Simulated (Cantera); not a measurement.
A perfectly stirred reactor is fed with 5.46 % CH4, 19.2 % O2, 72.1 % N2, 3.22 % H2O, equivalence ratio 0.57, at 1.48 atm; it is adiabatic with a 600 K inlet, and is followed from long to short residence time, starting on the burning branch (τ in s: 0.14, 0.063, 0.028, 0.012, 0.0053, 0.0023, 0.001, 0.00045, 0.00019, 8.5e-05, 3.7e-05, 1.6e-05, 7.2e-06).

Cantera simulation using GRI-Mech 3.0 (53 species, 325 reactions); the numbers are that mechanism's predictions, not measurements.

x: mole fraction; the columns are a selection and need not sum to one.

```tsv
τ (s)	T (K)	x CH4	x O2	x HCO	x OH	x H	x CO2	x HCN
0.14	1801	6.69e-6	0.0823	6.08e-9	0.000904	5.60e-6	0.0544	___
0.063	1799	1.16e-5	0.0824	1.37e-8	0.00111	1.06e-5	0.0543	___
0.028	1795	1.99e-5	0.0824	3.15e-8	0.00138	2.18e-5	0.0541	___
0.012	1789	3.44e-5	0.0825	7.59e-8	0.00176	4.75e-5	0.0537	___
0.0053	1780	5.85e-5	0.0827	1.78e-7	0.00221	0.000101	0.0530	___
0.0023	1764	0.000102	0.0831	4.24e-7	0.00274	0.000214	0.0518	___
0.0010	1738	0.000184	0.0841	1.00e-6	0.00326	0.000430	0.0498	___
0.00045	1700	0.000348	0.0859	2.27e-6	0.00361	0.000770	0.0463	___
0.00019	1628	0.000861	0.0904	5.46e-6	0.00340	0.00118	0.0390	___
8.5e-5	600	0.0546	0.192	<1e-12	<1e-12	<1e-12	<1e-12	<1e-12
3.7e-5	600	0.0546	0.192	<1e-12	<1e-12	<1e-12	<1e-12	<1e-12
1.6e-5	600	0.0546	0.192	<1e-12	<1e-12	<1e-12	<1e-12	<1e-12
7.2e-6	600	0.0546	0.192	<1e-12	<1e-12	<1e-12	<1e-12	<1e-12
```

Question: Fill in the missing entries.

Answer: 
- 0.14, x HCN: 4.36e-9
- 0.063, x HCN: 5.36e-9
- 0.028, x HCN: 7.03e-9
- 0.012, x HCN: 9.81e-9
- 0.0053, x HCN: 1.42e-8
- 0.0023, x HCN: 2.19e-8
- 0.0010, x HCN: 3.58e-8
- 0.00045, x HCN: 5.88e-8
- 0.00019, x HCN: 1.01e-7
